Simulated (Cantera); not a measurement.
Premixed flame

A freely propagating, adiabatic, planar premixed flame of H₂ : O₂ : N₂ = 1 : 0.5 : 1.88 (molar parts), equivalence ratio 1.0, unburnt at 300 K and 3.10 bar; mixture-averaged transport, grid criteria slope 0.08 and curve 0.16, no radiation.

Computed with Cantera and the H2/O2 subset of GRI-Mech 3.0, which has no nitrogen chemistry. The hydrogen kinetics of GRI-Mech 3.0 are dated; newer H2 mechanisms differ, most at raised pressure. Burning velocities carry a grid error of a few per cent, more on coarse grids.

```json
[
 {"z (mm)": "-0.257", "T (K)": "300", "u (m/s)": "2.14", "x H₂": "0.296", "x O₂": "0.148", "x O": "<1e-8", "x H": "<1e-8", "x OH": "<1e-8", "x H₂O₂": "<1e-8"},
 {"z (mm)": "-0.171", "T (K)": "300", "u (m/s)": "2.14", "x H₂": "0.296", "x O₂": "0.148", "x O": "<1e-8", "x H": "<1e-8", "x OH": "<1e-8", "x H₂O₂": "<1e-8"},
 {"z (mm)": "-0.128", "T (K)": "300", "u (m/s)": "2.14", "x H₂": "0.295", "x O₂": "0.148", "x O": "<1e-8", "x H": "<1e-8", "x OH": "<1e-8", "x H₂O₂": "<1e-8"},
 {"z (mm)": "-0.0856", "T (K)": "301", "u (m/s)": "2.15", "x H₂": "0.293", "x O₂": "0.148", "x O": "2.10e-8", "x H": "<1e-8", "x OH": "<1e-8", "x H₂O₂": "1.06e-7"},
 {"z (mm)": "-0.0428", "T (K)": "345", "u (m/s)": "2.40", "x H₂": "0.272", "x O₂": "0.152", "x O": "1.57e-6", "x H": "1.12e-7", "x OH": "6.12e-6", "x H₂O₂": "2.22e-5"},
 {"z (mm)": "-0.0214", "T (K)": "651", "u (m/s)": "4.32", "x H₂": "0.222", "x O₂": "0.148", "x O": "0.000115", "x H": "0.000781", "x OH": "0.000776", "x H₂O₂": "0.000160"},
 {"z (mm)": "0", "T (K)": "1152", "u (m/s)": "7.43", "x H₂": "0.151", "x O₂": "0.116", "x O": "0.00173", "x H": "0.00980", "x OH": "0.00216", "x H₂O₂": "6.31e-5"},
 {"z (mm)": "0.0214", "T (K)": "1505", "u (m/s)": "9.61", "x H₂": "0.0872", "x O₂": "0.0707", "x O": "0.00509", "x H": "0.0217", "x OH": "0.00578", "x H₂O₂": "7.64e-6"},
 {"z (mm)": "0.0428", "T (K)": "1707", "u (m/s)": "10.8", "x H₂": "0.0532", "x O₂": "0.0413", "x O": "0.00672", "x H": "0.0258", "x OH": "0.00989", "x H₂O₂": "3.65e-6"},
 {"z (mm)": "0.0856", "T (K)": "1903", "u (m/s)": "12.0", "x H₂": "0.0364", "x O₂": "0.0244", "x O": "0.00638", "x H": "0.0211", "x OH": "0.0135", "x H₂O₂": "1.91e-6"},
 {"z (mm)": "0.171", "T (K)": "2071", "u (m/s)": "13.0", "x H₂": "0.0304", "x O₂": "0.0184", "x O": "0.00436", "x H": "0.0130", "x OH": "0.0139", "x H₂O₂": "1.08e-6"},
 {"z (mm)": "0.342", "T (K)": "2204", "u (m/s)": "13.7", "x H₂": "0.0241", "x O₂": "0.0143", "x O": "0.00256", "x H": "0.00708", "x OH": "0.0123", "x H₂O₂": "7.07e-7"},
 {"z (mm)": "0.685", "T (K)": "2298", "u (m/s)": "14.2", "x H₂": "0.0179", "x O₂": "0.0110", "x O": "0.00142", "x H": "0.00363", "x OH": "0.0101", "x H₂O₂": "5.01e-7"}
]
```
x: mole fraction of selected species; z is measured from the peak of heat release.

The laminar burning velocity is 214 cm/s and the thermal thickness is 0.0856 mm. The peak x(O) is 0.00689. The peak x(H) comes out as 0.0258, the peak x(OH) is 0.0141 and the peak x(H₂O₂) is 0.000162.
